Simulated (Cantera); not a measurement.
Feed: 1 mol CCl4, 0.082 mol F2, 0.0086 mol HCl, held at 1.33 mbar.

Cantera equilibrium calculation (NASA polynomials, part measured and part estimated; ideal gas, pure solids and liquids). Candidate condensed phases: C, C6H6, C7H8, C8H18; 118 gas species. Gases not in the tables: C2F6 and larger saturated fluorocarbons. The numbers say what is thermodynamically allowed, not how fast it happens.

Task: What share of the C ends up in condensed phases as a function of T (K), at 1773, 1973, 2173, 2373, 2573, 2773, 2973, 3173, 3373?

Result: 
| T (K) | C condensed (%) | as |
|---|---|---|
| 1773 | 95.9 | C(graphite) |
| 1973 | 96.8 | C(graphite) |
| 2173 | 98.9 | C(graphite) |
| 2373 | 99.4 | C(graphite) |
| 2573 | 97.7 | C(graphite) |
| 2773 | 73.9 | C(graphite) |
| 2973 | 0.0 | - |
| 3173 | 0.0 | - |
| 3373 | 0.0 | - |
